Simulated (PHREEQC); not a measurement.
**Polishing slurry liquid: speciation**

Make-up at 20 °C: 0.02 mol/kgw H2SO4, 0.028 mol/kgw Al(NO3)3 and 0.00073 mol/kgw HNO3. Closed to the air; pH follows from the charge balance.

Model: ion-association model, phreeqc.dat, run in PHREEQC.

Precipitation was switched off in this run.

Task: What pH, ionic strength does the model give?

Result: pH 1.53; ionic strength 0.148 mol/kgw.

Task: In which forms is Al present?

Result: Al+3 58 %, AlSO4+ 41 %, Al(SO4)2- 1.5 % of the Al.

Species that the database lacks are ignored.
